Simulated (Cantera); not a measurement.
A perfectly stirred reactor is fed with H2 : O2 : N2 = 0.22 : 1 : 2.9 (molar parts), equivalence ratio 0.11, at 3.98 Torr; it is held at 1150 K, and followed from long to short residence time.

Cantera simulation using GRI-Mech 3.0 (53 species, 325 reactions); the numbers are that mechanism's predictions, not measurements. Radical loss at walls, strong at low pressure, is not modelled. The temperature is held fixed by assumption; the heat of reaction is taken as removed at once.

Question: Predict: x(H2) at τ = 0.810 s; x(O2) at τ = 0.810 s; x(HO2) at τ = 0.810 s; x(H) at τ = 0.810 s; x(OH) at τ = 0.810 s; x(H2) at τ = 44.0 ms; x(O2) at τ = 44.0 ms; x(HO2) at τ = 44.0 ms; x(H) at τ = 44.0 ms; x(OH) at τ = 44.0 ms.

Answer: 
```
Property                 Value
---------------------  -------
x(H2) at τ = 0.810 s   0.00119
x(O2) at τ = 0.810 s     0.217
x(HO2) at τ = 0.810 s  5.86e-7
x(H) at τ = 0.810 s    0.00507
x(OH) at τ = 0.810 s   0.00158
x(H2) at τ = 44.0 ms   0.00391
x(O2) at τ = 44.0 ms     0.214
x(HO2) at τ = 44.0 ms  6.11e-7
x(H) at τ = 44.0 ms     0.0170
x(OH) at τ = 44.0 ms   0.00249
```
